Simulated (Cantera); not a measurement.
**Si2H6 + HCl + N2 (silicon epitaxy and polysilicon growth)**

Feed: 1 mol Si2H6, a varied amount of HCl, 7 mol N2, equilibrated at 873.15 K and 4.90 mbar.

Cantera equilibrium calculation (NASA polynomials, part measured and part estimated; ideal gas, pure solids and liquids). Candidate condensed phases: NH4Cl, Si, Si3N4; 28 gas species. The feed counts by its element totals alone. N2 is the only nitrogen source here; it is nearly inert below about 1500 K, so the nitride shown seldom forms there in practice. Equilibrium is a limit: real reactors are often held back by kinetics, nucleation or transport.

```csv
n(HCl) (mol),log p N2,log p H2,log p HCl,log p SiCl4,log p SiHCl3,n Si3N4(s)
0.16,-2.50,-2.78,-4.05,-9.25,-10.64,0.667
0.21,-2.50,-2.78,-3.94,-8.78,-10.29,0.667
0.27,-2.51,-2.78,-3.83,-8.34,-9.97,0.667
0.36,-2.51,-2.79,-3.71,-7.85,-9.60,0.667
0.47,-2.52,-2.79,-3.60,-7.39,-9.26,0.667
0.61,-2.52,-2.80,-3.49,-6.95,-8.93,0.667
0.81,-2.53,-2.81,-3.38,-6.47,-8.57,0.666
1.1,-2.55,-2.82,-3.26,-5.97,-8.20,0.666
1.4,-2.56,-2.83,-3.17,-5.58,-7.91,0.665
1.8,-2.58,-2.85,-3.09,-5.20,-7.63,0.662
2.4,-2.60,-2.87,-3.00,-4.80,-7.33,0.655
3.2,-2.63,-2.88,-2.93,-4.46,-7.08,0.638
```
log p: log10 of the partial pressure in bar; n: condensed amount in mol.

From 0.16 mol HCl to 3.2 mol HCl the condensed part is Si3N4(s). The main Si-bearing gas is SiCl4 throughout.
